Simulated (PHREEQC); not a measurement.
A solution holds 1.8 mol CaCl2, 0.03 mol Na2B4O7 and 0.13 mol KBr per kg of water, at 20 °C. Closed to the air; pH follows from the charge balance.

The numbers come from PHREEQC with the Pitzer model, pitzer.dat.

Precipitation was switched off in this run.

### Question
What pH, density does the model give?

### Answer
pH 7.14; density 1.162 g/cm³.

### Question
In which forms is Ca present?

### Answer
Ca+2 97 %, CaB(OH)4+ 2.5 % of the Ca.

In brines, pH and single-ion activities rest on the MacInnes convention.
